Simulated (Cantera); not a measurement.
A freely propagating, adiabatic, planar premixed flame of 19.7 % H₂, 18.2 % O₂, 62.1 % N₂, unburnt at 600 K and 11000 Pa; mixture-averaged transport, grid criteria slope 0.08 and curve 0.16, no radiation.

Cantera simulation using the H2/O2 subset of GRI-Mech 3.0, which has no nitrogen chemistry; the numbers are that mechanism's predictions, not measurements. Burning velocities carry a grid error of a few per cent, more on coarse grids. Lean hydrogen flames are cellular in practice and burn faster than this planar one.

x: mole fraction of selected species; z is measured from the peak of heat release.

```json
[
 {"z (mm)": "-23.3", "T (K)": "600", "u (m/s)": "4.27", "x H₂": "0.197", "x O₂": "0.182", "x H": "<1e-8", "x OH": "<1e-8", "x H₂O": "<1e-8", "x H₂O₂": "<1e-8"},
 {"z (mm)": "-15.6", "T (K)": "600", "u (m/s)": "4.27", "x H₂": "0.197", "x O₂": "0.182", "x H": "<1e-8", "x OH": "<1e-8", "x H₂O": "<1e-8", "x H₂O₂": "<1e-8"},
 {"z (mm)": "-11.7", "T (K)": "600", "u (m/s)": "4.27", "x H₂": "0.197", "x O₂": "0.182", "x H": "<1e-8", "x OH": "<1e-8", "x H₂O": "<1e-8", "x H₂O₂": "<1e-8"},
 {"z (mm)": "-7.78", "T (K)": "600", "u (m/s)": "4.27", "x H₂": "0.197", "x O₂": "0.182", "x H": "3.38e-7", "x OH": "<1e-8", "x H₂O": "1.29e-7", "x H₂O₂": "<1e-8"},
 {"z (mm)": "-3.89", "T (K)": "612", "u (m/s)": "4.35", "x H₂": "0.194", "x O₂": "0.182", "x H": "0.000355", "x OH": "4.10e-5", "x H₂O": "0.000903", "x H₂O₂": "8.89e-7"},
 {"z (mm)": "-1.94", "T (K)": "735", "u (m/s)": "5.16", "x H₂": "0.171", "x O₂": "0.179", "x H": "0.00629", "x OH": "0.000333", "x H₂O": "0.0131", "x H₂O₂": "8.23e-7"},
 {"z (mm)": "0", "T (K)": "1055", "u (m/s)": "7.20", "x H₂": "0.0773", "x O₂": "0.144", "x H": "0.0352", "x OH": "0.00272", "x H₂O": "0.0877", "x H₂O₂": "8.67e-7"},
 {"z (mm)": "1.94", "T (K)": "1298", "u (m/s)": "8.77", "x H₂": "0.0206", "x O₂": "0.103", "x H": "0.0433", "x OH": "0.00660", "x H₂O": "0.156", "x H₂O₂": "1.01e-6"},
 {"z (mm)": "3.89", "T (K)": "(withheld)", "u (m/s)": "9.50", "x H₂": "(withheld)", "x O₂": "0.0967", "x H": "(withheld)", "x OH": "(withheld)", "x H₂O": "0.168", "x H₂O₂": "(withheld)"},
 {"z (mm)": "7.78", "T (K)": "1542", "u (m/s)": "10.3", "x H₂": "0.0143", "x O₂": "0.0940", "x H": "0.0260", "x OH": "0.0106", "x H₂O": "0.175", "x H₂O₂": "4.55e-7"},
 {"z (mm)": "15.6", "T (K)": "1673", "u (m/s)": "11.0", "x H₂": "0.0122", "x O₂": "0.0922", "x H": "0.0167", "x OH": "0.0121", "x H₂O": "0.184", "x H₂O₂": "2.40e-7"},
 {"z (mm)": "31.1", "T (K)": "1795", "u (m/s)": "11.7", "x H₂": "0.00920", "x O₂": "0.0912", "x H": "0.00921", "x OH": "0.0126", "x H₂O": "0.193", "x H₂O₂": "1.28e-7"},
 {"z (mm)": "62.2", "T (K)": "1896", "u (m/s)": "12.3", "x H₂": "0.00590", "x O₂": "0.0910", "x H": "0.00415", "x OH": "0.0115", "x H₂O": "0.201", "x H₂O₂": "7.47e-8"}
]
```

Question: Some entries are withheld; supply them.

Answer: 
- 3.89, T (K): 1414
- 3.89, x H₂: 0.0155
- 3.89, x H: 0.0359
- 3.89, x OH: 0.00849
- 3.89, x H₂O₂: 7.63e-7
